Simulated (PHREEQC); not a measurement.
Synthetic water in mmol/kgw, 20 °C, pH 6.71, pe 13: Na 0.209; K 6.25e-05; Ca 0.386; Mg 0.0116; Cl 0.687; S(6) 0.0957; Alkalinity (meq/kgw) 0.117; Cd 0.012; Br 0.000545; Sr 0.000328; N(5) 0.00914; B 0.000121.

Valence states are taken as typed.

Computed with PHREEQC (ion-association model, phreeqc.dat).

Precipitation was switched off in this run.

Question: Estimate the specific conductance.

Answer: specific conductance 111 µS/cm.

Question: In which forms is Sr present?

Answer: Sr+2 99 %, SrSO4 1.2 % of the Sr.
